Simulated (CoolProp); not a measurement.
Aqueous methanol as a coolant, 42 % by mass, freezing at -41.6 °C, 1 atm.

Values from CoolProp's Melinder's fits for secondary coolants.

| T (°C) | cp (kJ/(kg K)) | viscosity (mPa s) | Prandtl number | conductivity (W/(m K)) |
|---|---|---|---|---|
| -24.9 | 3.336 | 11.2 | 104 | 0.358 |
| -16 | 3.451 | 7.13 | 68.1 | [?] |
| -7 | 3.556 | 4.76 | 46.4 | 0.365 |
| 1.9 | [?] | 3.35 | 33.1 | 0.369 |
| 10.9 | 3.724 | 2.44 | 24.3 | 0.373 |
| 19.8 | 3.782 | [?] | 18.5 | 0.377 |
| 28.8 | 3.820 | 1.43 | [?] | 0.381 |
| 37.7 | 3.835 | 1.13 | 11.2 | 0.386 |

### Question
Some entries are withheld; supply them.

### Answer

- -16, conductivity (W/(m K)): 0.362
- 1.9, cp (kJ/(kg K)): 3.647
- 19.8, viscosity (mPa s): 1.84
- 28.8, Prandtl number: 14.3
